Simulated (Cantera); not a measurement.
An isothermal, constant-pressure homogeneous reactor starts with H2 : O2 : N2 = 0.63 : 1 : 0.73 (molar parts), at 975 K and 100.0 Torr.

Model: the H2/O2 subset of GRI-Mech 3.0, which has no nitrogen chemistry, integrated in Cantera. Radical loss at walls, strong at low pressure, is not modelled. The temperature is held fixed by assumption; the heat of reaction is taken as removed at once.

x: mole fraction; the columns are a selection and need not sum to one.

```
t (s)         x H2   x O2      x OH       x O     x HO2     x H2O       x H
--------  --------  -----  --------  --------  --------  --------  --------
3.00e-6      0.267  0.424    <1e-12    <1e-12  1.65e-11    <1e-12  1.58e-11
1.14e-5      0.267  0.424  3.45e-12  7.18e-12  6.40e-11  8.32e-12  6.10e-11
4.31e-5      0.267  0.424  2.82e-11  7.89e-11  2.73e-10  2.39e-10  3.57e-10
0.000164     0.267  0.424   1.66e-9   4.88e-9         …   2.72e-8   1.94e-8
0.000621     0.220  0.404   0.00188   0.00465         …    0.0370    0.0207
0.00235    0.00565  0.337  0.000196  0.000195         …     0.301   6.55e-5
0.00892    0.00178  0.335   4.82e-5   3.13e-5         …     0.306   4.64e-6
0.0338    0.000484  0.335   1.68e-5   4.99e-6         …     0.307   4.17e-7
0.128      7.17e-5  0.335   7.48e-6   5.21e-7         …     0.308   2.67e-8
0.487      2.42e-6  0.335   3.59e-6   3.50e-8         …     0.308  4.64e-10
1.85       8.02e-9  0.335   1.67e-6   6.09e-9         …     0.308  5.49e-12
7.00      4.52e-10  0.335   8.16e-7   1.46e-9  8.53e-10     0.308    <1e-12
```

Task: Some entries are withheld; supply them.

Result: 
- 0.000164, x HO2: 4.60e-9
- 0.000621, x HO2: 5.11e-5
- 0.00235, x HO2: 5.76e-5
- 0.00892, x HO2: 2.81e-5
- 0.0338, x HO2: 1.09e-5
- 0.128, x HO2: 2.11e-6
- 0.487, x HO2: 8.53e-8
- 1.85, x HO2: 2.76e-9
